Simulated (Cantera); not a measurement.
Input (Python, Cantera) and output of one run.

```python
import numpy as np
import cantera as ct

gas_names = """
    C CN CO CO2 C2 CCN CNC C2N2 C2O C3 C3O2 C4 C4N2 C5 N NCO NO NO2 NO3 N2 N2O O O2 O3 Si SiC SiC2 SiN
    SiO SiO2 Si2 Si2C Si2N Si3
""".split()
cond_names = """
    C(gr) Si(cr) Si(L) SiC(b) SiO2(Lqz) SiO2(hqz) SiO2(L) Si2N2O(s) Si3N4(a)
""".split()


# ... load() reads the species with a 1 bar reference pressure and builds the phases ...
atoms = {
    'SiC': {'Si': 1, 'C': 1},
    'N2O': {'N': 2, 'O': 1},
    'N2': {'N': 2},
}
top_T = {'C(gr)': 4500, 'SiC(b)': 3050, 'Si2N2O(s)': 2100, 'Si3N4(a)': 2400}  # K; cautious upper limits of use, not melting points


# ... equilibrate(T, P, feed) seeds the gas with the atoms and calls Mixture.equilibrate('TP', solver="vcs", rtol=1e-11, max_steps=5000) ...
results = []
feed = {'SiC': 1, 'N2O': 0.041, 'N2': 11}  # mol
T = 925  # K
P = 350000  # Pa
mix = equilibrate(T, P, feed)
results.append((T, P, feed, dict(zip(mix.species_names, mix.species_moles))))
x = sorted(zip(gas.X, gas.species_names), reverse=True)
print(f"T = {T:g} K  P = {P:g} Pa  gas = {mix.phase_moles(0):.4g} mol")
print("   x: " + "  ".join(f"{s} {v:.3e}" for v, s in x if v > 0.001))
print("   condensed (mol): " + ("  ".join(f"{mix.phase(i).name} {mix.phase_moles(i):.4g}"
      for i in range(1, mix.n_phases) if mix.phase_moles(i) > 1e-12) or "none"))
```

Result:

```
T = 925 K  P = 350000 Pa  gas = 10.39 mol
   x: N2 1.000e+00
   condensed (mol): C(gr) 1  Si2N2O(s) 0.041  Si3N4(a) 0.306
```

These are equilibrium values from Cantera (NASA tables, ideal gas, pure condensed phases), not measurements of a reactor.
